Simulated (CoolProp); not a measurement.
Vapour-liquid equilibrium of acetone (1) + p-xylene (2) at 455.4 K; x and y are mole fractions of (1).

Model: multi-fluid Helmholtz-energy mixture model, Lemmon 2006 and Zhou 2012; pair parameters Bell 2016, in CoolProp.

| x | bubble pressure, mixture model (bar) | bubble pressure, Raoult's law (bar) | y, mixture model | y, Raoult's law |
|---|---|---|---|---|
| 0.05 | 4.035 | 3.766 | 0.293 | 0.273 |
| 0.2 | 7.035 | 6.422 | 0.616 | 0.641 |
| 0.35 | 9.580 | 9.078 | 0.741 | 0.794 |
| 0.5 | 11.92 | 11.73 | 0.816 | 0.877 |
| 0.65 | 14.26 | 14.39 | 0.875 | 0.930 |
| 0.8 | 16.76 | 17.05 | 0.928 | 0.966 |
| 0.95 | 19.56 | 19.70 | 0.981 | 0.993 |

The largest gap from Raoult's law is +9.5 % in bubble pressure, at x = 0.2. No azeotrope shows between x = 0.05 and 0.95.

Pair parameters are fitted to limited data, so mixtures are less certain than the pure fluids. The gap from Raoult's law changes sign with composition, which may be real or a fault of the pair parameters; it wasn't checked against measurements.
